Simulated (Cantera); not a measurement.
SiH2Cl2 + O2 + N2 + N2O (silicon oxide and oxynitride deposition)

Feed: 1 mol SiH2Cl2, 17 mol O2, 5.3 mol N2, 8.4 mol N2O, at 0.380 bar.

Cantera equilibrium calculation (NASA polynomials, part measured and part estimated; ideal gas, pure solids and liquids). Candidate condensed phases: H2O, NH4Cl, Si, SiO2, Si2N2O, Si3N4; 47 gas species. The tables hold silica as quartz up to 1696 K and as liquid above; real silica turns to tridymite and cristobalite and melts near 1996 K. Rates play no part.

```json
[
 {"T (K)": "1125", "log p O2": "-0.67", "log p N2": "-0.84", "log p HCl": "-1.86", "log p Cl": "-3.91", "log p H2O": "-2.43", "n SiO2(β-quartz)": "1.00", "n SiO2(condensed)": "0", "n SiO2(l)": "0"},
 {"T (K)": "1225", "log p O2": "-0.67", "log p N2": "-0.84", "log p HCl": "-1.83", "log p Cl": "-3.48", "log p H2O": "-2.50", "n SiO2(β-quartz)": "1.00", "n SiO2(condensed)": "0", "n SiO2(l)": "0"},
 {"T (K)": "1325", "log p O2": "-0.67", "log p N2": "-0.84", "log p HCl": "-1.81", "log p Cl": "-3.12", "log p H2O": "-2.56", "n SiO2(β-quartz)": "1.00", "n SiO2(condensed)": "0", "n SiO2(l)": "0"},
 {"T (K)": "1425", "log p O2": "-0.67", "log p N2": "-0.84", "log p HCl": "-1.80", "log p Cl": "-2.83", "log p H2O": "-2.59", "n SiO2(β-quartz)": "1.00", "n SiO2(condensed)": "0", "n SiO2(l)": "0"},
 {"T (K)": "1525", "log p O2": "-0.67", "log p N2": "-0.84", "log p HCl": "-1.80", "log p Cl": "-2.60", "log p H2O": "-2.59", "n SiO2(β-quartz)": "1.00", "n SiO2(condensed)": "0", "n SiO2(l)": "0"},
 {"T (K)": "1625", "log p O2": "-0.67", "log p N2": "-0.84", "log p HCl": "-1.81", "log p Cl": "-2.42", "log p H2O": "-2.56", "n SiO2(β-quartz)": "1.00", "n SiO2(condensed)": "0", "n SiO2(l)": "0"},
 {"T (K)": "1725", "log p O2": "-0.68", "log p N2": "-0.84", "log p HCl": "-1.83", "log p Cl": "-2.29", "log p H2O": "-2.51", "n SiO2(β-quartz)": "0", "n SiO2(condensed)": "1.00", "n SiO2(l)": "0"},
 {"T (K)": "1825", "log p O2": "-0.68", "log p N2": "-0.84", "log p HCl": "-1.86", "log p Cl": "-2.19", "log p H2O": "-2.45", "n SiO2(β-quartz)": "0", "n SiO2(condensed)": "1.000", "n SiO2(l)": "0"},
 {"T (K)": "1925", "log p O2": "-0.68", "log p N2": "-0.84", "log p HCl": "-1.89", "log p Cl": "-2.11", "log p H2O": "-2.40", "n SiO2(β-quartz)": "0", "n SiO2(condensed)": "1.000", "n SiO2(l)": "0"},
 {"T (K)": "2025", "log p O2": "-0.68", "log p N2": "-0.85", "log p HCl": "-1.93", "log p Cl": "-2.04", "log p H2O": "-2.35", "n SiO2(β-quartz)": "0", "n SiO2(condensed)": "0", "n SiO2(l)": "1.000"}
]
```
log p: log10 of the partial pressure in bar; n: condensed amount in mol.

From 1125 K to 1625 K the condensed part is SiO2(β-quartz). From 1725 K to 1925 K the condensed part is SiO2(condensed). At 2025 K the condensed part is SiO2(l).
